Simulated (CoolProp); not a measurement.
Saturation properties of R1233zd(E) (Tc = 438.9 K, pc = 3.583 MPa, ω = 0.304).

Values from CoolProp's reference Helmholtz-energy equation of state, Akasaka 2022.

```csv
T (K),p (MPa),vapour density (kg/m³),liquid cp (kJ/(kg K))
271.7,0.04551,2.691,1.133
280.8,0.06711,3.870,1.151
289.9,0.09616,5.422,1.169
299.1,0.1348,7.453,1.188
308.2,0.1840,10.01,1.208
317.3,0.2462,13.21,1.229
326.5,0.3242,17.22,1.251
335.6,0.4188,22.11,1.276
344.7,0.5329,28.06,1.302
353.9,0.6707,35.38,1.332
363,0.8318,44.18,1.365
372.1,1.020,54.86,1.404
381.3,1.242,68.05,1.451
```

It boils at 291.3 K under 1 atm.
